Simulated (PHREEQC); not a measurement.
Make-up at 25 °C: 22 mmol/kgw ZnCl2, 3.4 mmol/kgw H3BO3 and 0.13 mmol/kgw MnSO4. Closed to the air; pH follows from the charge balance.

Model: ion-association model, phreeqc.dat, run in PHREEQC.

This is a speciation only: nothing precipitates in the calculation.

Task: Order these S species by the share of S that they hold, largest first: SO4-2, MnSO4, ZnSO4.

Result: SO4-2 (53 %), ZnSO4 (47 %), MnSO4 (0.22 %)

Task: Order these Zn species by the share of Zn that they hold, largest first: ZnCl+, ZnSO4, ZnCl2, Zn+2.

Result: Zn+2 (95 %), ZnCl+ (4.7 %), ZnSO4 (0.28 %), ZnCl2 (0.13 %)

The pH is 5.34 and the ionic strength 0.0641 mol/kgw.
